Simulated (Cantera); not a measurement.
**Thermodynamics of silicon nitride deposition, feed SiH4 + N2**

A closed system holds: 1 mol SiH4, a varied amount of N2, at 1025 K and 0.000260 bar.

These are equilibrium values from Cantera (NASA tables, ideal gas, pure condensed phases), not measurements of a reactor. Candidate condensed phases: Si, Si3N4; 18 gas species. N2 is the only nitrogen source here; it is nearly inert below about 1500 K, so the nitride shown seldom forms there in practice. Mutual solubility and eutectic melting of coexisting phases are not modelled. Kinetics and transport are ignored.

```
n(N2) (mol)    x H2     x N2      x H     x NH3  n Si(s)  n Si3N4(s)
-----------  ------  -------  -------  --------  -------  ----------
0.49           1.00  1.88e-7  2.70e-7  5.58e-11    0.265       0.245
0.74          0.965   0.0354  2.65e-7   2.29e-8        0       0.333
1.1           0.822    0.178  2.45e-7   4.05e-8        0       0.333
1.7           0.659    0.341  2.19e-7   4.02e-8        0       0.333
2.5           0.522    0.478  1.95e-7   3.36e-8        0       0.333
3.8           0.390    0.610  1.69e-7   2.45e-8        0       0.333
5.6           0.288    0.712  1.45e-7   1.68e-8        0       0.333
8.5           0.203    0.797  1.22e-7   1.05e-8        0       0.333
13            0.140    0.860  1.01e-7   6.22e-9        0       0.333
19           0.0984    0.902  8.47e-8   3.77e-9        0       0.333
29           0.0659    0.934  6.94e-8   2.11e-9        0       0.333
43           0.0451    0.955  5.74e-8   1.21e-9        0       0.333
64           0.0306    0.969  4.73e-8  6.79e-10        0       0.333
```
x: gas mole fraction; n: condensed amount in mol.

At 0.49 mol N2 the condensed part is Si(s) + Si3N4(s). From 0.74 mol N2 to 64 mol N2 the condensed part is Si3N4(s).
